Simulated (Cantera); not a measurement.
What does this Cantera script print?

```python
import numpy as np
import cantera as ct

gas_names = """
    F F2 H HF H2 H2F2 H3F3 H4F4 H5F5 H6F6 H7F7 N NF NF2 NF3 NH NH2 NH3 N2 N2H2 N2H4 Si SiF SiF2 SiF3
    SiF4 SiH SiHF3 SiH2 SiH2F2 SiH3 SiH3F SiH4 SiN Si2 Si2N Si3
""".split()
cond_names = """
    Si(cr) Si(L) Si3N4(a)
""".split()


# ... load() reads the species with a 1 bar reference pressure and builds the phases ...
atoms = {
    'Si3N4': {'Si': 3, 'N': 4},
    'F2': {'F': 2},
    'H2': {'H': 2},
}
top_T = {'Si3N4(a)': 2400}  # K; cautious upper limits of use, not melting points


# ... equilibrate(T, P, feed) seeds the gas with the atoms and calls Mixture.equilibrate('TP', solver="vcs", rtol=1e-11, max_steps=5000) ...
results = []
T = 1300  # K
P = 510  # Pa
for m in [2, 2.5, 3.1, 3.8, 4.7, 5.9, 7.4, 9.2]:
    feed = {'Si3N4': 1, 'F2': 11, 'H2': m}  # mol
    mix = equilibrate(T, P, feed)
    results.append((T, P, feed, dict(zip(mix.species_names, mix.species_moles))))

top = {s: max(r[3][s] / sum(r[3][g] for g in gas_names) for r in results) for s in gas_names}
cols = sorted((s for s in top if top[s] > 0.001), key=lambda s: -top[s])[:5]
seen = [c for c in cond_names if any(r[3].get(c, 0) > 1e-12 for r in results)]
print("log10 of partial pressures in bar; condensed amounts in mol")
print(f"{'n(H2)':>10s}" + "".join(f"{s[:9]:>10s}" for s in cols + seen))
for T, P, feed, n in results:
    ng = sum(n[g] for g in gas_names)
    print(f"{feed['H2']:10.4g}" + "".join(f"{np.log10(max(n[s] / ng * P / 1e5, 1e-99)):10.3f}" for s in cols)
          + "".join(f"{n.get(c, 0):10.4g}" for c in seen))
```

Output:

```
log10 of partial pressures in bar; condensed amounts in mol
     n(H2)        HF         F        H2      SiF4        N2
         2    -2.866    -2.692   -22.828    -2.991    -3.167
       2.5    -2.769    -2.771   -22.477    -2.991    -3.167
       3.1    -2.676    -2.890   -22.052    -2.991    -3.167
       3.8    -2.588    -3.089   -21.477    -2.991    -3.167
       4.7    -2.495    -3.691   -20.089    -2.991    -3.167
       5.9    -2.494   -11.964    -3.540    -3.017    -3.193
       7.4    -2.533   -12.196    -3.153    -3.056    -3.232
       9.2    -2.576   -12.339    -2.953    -3.099    -3.275
```

Cantera equilibrium calculation (NASA polynomials, part measured and part estimated; ideal gas, pure solids and liquids). The tables' values for SiF3 are old estimates; treat these amounts as uncertain.
